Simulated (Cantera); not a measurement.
Feed: 1 mol Pb, 0.13 mol O₂, 0.11 mol H₂, 0.056 mol CO.

Cantera equilibrium calculation (NASA polynomials, part measured and part estimated; ideal gas, pure solids and liquids). Candidate condensed phases: C, C₆H₆, C₇H₈, C₈H₁₈, H₂O, Pb, PbO, PbO₂, Pb₃O₄; 113 gas species. Each liquid is taken as pure. Mutual solubility and eutectic melting of coexisting phases are not modelled. Kinetics and transport are ignored.

Stable condensed phases, one row left out:

```
T in K \ P in Pa
              10      42     180     750    3200   13000   56000  240000 1000000
   1548        A       A       A       A       A       B       B       B       B
   1498        A       A       A       A       C       B       B       B       B
   1448        A       A       A       A       B       B       B       B       B
   1398        A       A       A       A       B       B       B       B       B
   1298        A       A       A       B       B       B       B       B       B
   1248        A       A       B       B       B       B       B       B       B
   1198        A       A       B       B       B       B       B       B       B
   1148        A       B       B       B       B       B       B       B       B
   1098        D       B       B       B       B       B       B       B       B
   1048        B       B       B       B       B       B       B       B       B
    998        B       B       B       B       B       B       B       B       B
    948        B       B       B       B       B       B       B       B       B
    898        B       B       B       B       B       B       B       B       B
```

A: gas only; B: Pb + PbO; C: Pb; D: PbO.

Question: Give the row for 1348 K.

Answer: 10: gas only; 42: gas only; 180: gas only; 750: Pb; 3200: Pb + PbO; 13000: Pb + PbO; 56000: Pb + PbO; 240000: Pb + PbO; 1000000: Pb + PbO.
